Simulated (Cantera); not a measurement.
Feed: 1 mol C, 0.28 mol NH3, 2 mol N2, equilibrated at 2548 K and 0.0133 bar.

Method: chemical equilibrium by Gibbs-energy minimisation in Cantera with the NASA 1993 tables (ideal gas, pure condensed phases). Candidate condensed phases: C, C6H6, C7H8, C8H18; 92 gas species. Equilibrium is a limit: real reactors are often held back by kinetics, nucleation or transport.

Base state: N2 0.787, H2 0.101, H 0.0849, HCN 0.0224, HNC 0.00277, C2H2 (acetylene) 0.00133, CN 0.00117, C2H 8.89e-5 (mole fractions); condensed: C(graphite).

**Question.** What changes in the equilibrium state with this change: temperature from 2548 K to 2600 K?

**Answer.** 
```
species            before     after
----------------  -------  --------
N2                  0.787     0.779
H                  0.0849     0.100
H2                  0.101    0.0906
HCN                0.0224    0.0239
C2                7.21e-6   1.56e-5
C3                7.75e-5  0.000166
C                 2.38e-5   4.68e-5
C2H               8.89e-5  0.000143
C(graphite), mol    0.921     0.911
```

**Question.** What changes in the equilibrium state with this change: 0.028 mol O2 added?

**Answer.** 
```
species            before    after
----------------  -------  -------
N2                  0.787    0.770
H2                  0.101   0.0981
H                  0.0849   0.0839
CO                      0   0.0205
HCN                0.0224   0.0219
C2H2 (acetylene)  0.00133  0.00129
HNC               0.00277  0.00271
C2N2              8.10e-5  7.93e-5
C(graphite), mol    0.921    0.865
```
Further candidate phases: H2O.
